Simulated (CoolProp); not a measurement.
The numbers come from the reference Helmholtz-energy equation of state, Lemmon 2006 in CoolProp. It is a short technical equation, of lower accuracy than the large ones.

Problem. Give the vapour pressure (kPa), vapour density (kg/m³), enthalpy of vaporisation (kJ/kg), surface tension (mN/m) of saturated R141b at 375.8 K.

Solution. 
| T (K) | p (kPa) | vapour density (kg/m³) | enthalpy of vaporisation (kJ/kg) | surface tension (mN/m) |
|---|---|---|---|---|
| 375.8 | 718 | 31.5 | 183 | 9.13 |

Surface tension comes from a separate correlation (Mulero 2012).
